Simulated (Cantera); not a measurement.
## Adiabatic ignition

An adiabatic, constant-volume homogeneous reactor starts with CH4 : C2H6 : O2 : N2 = 1 : 0.096 : 1.11 : 4.18 (molar parts), at 1325 K and 600000 Pa.

Detailed kinetics in Cantera: GRI-Mech 3.0 (53 species, 325 reactions).

| t (s) | T (K) | P (bar) | x CH4 | x C2H6 | x O2 | x O | x NO | x HCO |
|---|---|---|---|---|---|---|---|---|
| 4.00e-6 | 1325 | 6.00 | 0.157 | 0.0150 | 0.174 | 1.03e-9 | <1e-12 | <1e-12 |
| 1.00e-5 | 1325 | 6.00 | 0.157 | 0.0150 | 0.174 | 2.67e-9 | <1e-12 | 3.00e-12 |
| 2.52e-5 | 1325 | 6.00 | 0.157 | 0.0150 | 0.174 | 7.96e-9 | <1e-12 | 4.21e-11 |
| 6.33e-5 | 1325 | 6.00 | 0.156 | 0.0149 | 0.174 | 2.75e-8 | <1e-12 | 9.36e-10 |
| 0.000159 | 1330 | 6.03 | 0.155 | 0.0145 | 0.173 | 6.26e-8 | <1e-12 | 1.20e-8 |
| 0.000399 | 1392 | 6.34 | 0.145 | 0.0113 | 0.163 | 5.21e-7 | 4.28e-12 | 4.42e-7 |
| 0.00100 | 2648 | 14.4 | 2.50e-9 | <1e-12 | 4.34e-6 | 1.59e-5 | 0.000164 | 1.21e-6 |
| 0.00252 | 2649 | 14.4 | 2.46e-9 | <1e-12 | 4.37e-6 | 1.60e-5 | 0.000113 | 1.22e-6 |
| 0.00632 | 2649 | 14.4 | 2.45e-9 | <1e-12 | 4.37e-6 | 1.60e-5 | 0.000112 | 1.22e-6 |
| 0.0159 | 2649 | 14.4 | 2.45e-9 | <1e-12 | 4.37e-6 | 1.60e-5 | 0.000112 | 1.22e-6 |
| 0.0398 | 2649 | 14.4 | 2.45e-9 | <1e-12 | 4.37e-6 | 1.60e-5 | 0.000112 | 1.22e-6 |
| 0.100 | 2649 | 14.4 | 2.45e-9 | <1e-12 | 4.37e-6 | 1.60e-5 | 0.000112 | 1.22e-6 |
x: mole fraction; the columns are a selection and need not sum to one.

The time of steepest temperature rise is 0.490 ms and the temperature at 0.100 s comes out as 2649 K. The equilibrium temperature is 2649 K and the x(CH4) at 0.100 s is 2.45e-9 (gas-phase equilibrium 2.75e-9). The x(C2H6) at 0.100 s is <1e-12 (gas-phase equilibrium <1e-12). The x(O2) at 0.100 s is 4.37e-6 (gas-phase equilibrium 4.37e-6).
